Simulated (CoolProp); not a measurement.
Vapour-liquid equilibrium of carbon dioxide (1) + neopentane (2) at -8.65 °C; x and y are mole fractions of (1).

Values from CoolProp's multi-fluid Helmholtz-energy mixture model, Span 1996 and Lemmon 2006; pair parameters Bell 2016.

```
x     bubble pressure, mixture model (kPa)  bubble pressure, Raoult's law (kPa)  y, mixture model  y, Raoult's law
----  ------------------------------------  -----------------------------------  ----------------  ---------------
0.05                                 232.7                                185.0             0.784            0.744
0.2                                    ___                                590.3               ___            0.932
0.35                                   ___                                995.6             0.960            0.967
0.5                                   1607                                 1401               ___            0.982
0.65                                  1881                                 1806             0.976            0.990
0.8                                    ___                                 2212             0.984            0.995
0.95                                  2582                                 2617             0.995            0.999
```

Question: What belongs in the gaps?

Answer: 
- 0.2, bubble pressure, mixture model (kPa): 791.8
- 0.2, y, mixture model: 0.936
- 0.35, bubble pressure, mixture model (kPa): 1263
- 0.5, y, mixture model: 0.970
- 0.8, bubble pressure, mixture model (kPa): 2176

The largest gap from Raoult's law is +34.1 % in bubble pressure, at x = 0.2. No azeotrope shows between x = 0.05 and 0.95.

The pair parameters rest on a limited set of measurements; away from them the model extrapolates. The gap from Raoult's law changes sign with composition, which may be real or a fault of the pair parameters; it wasn't checked against measurements.
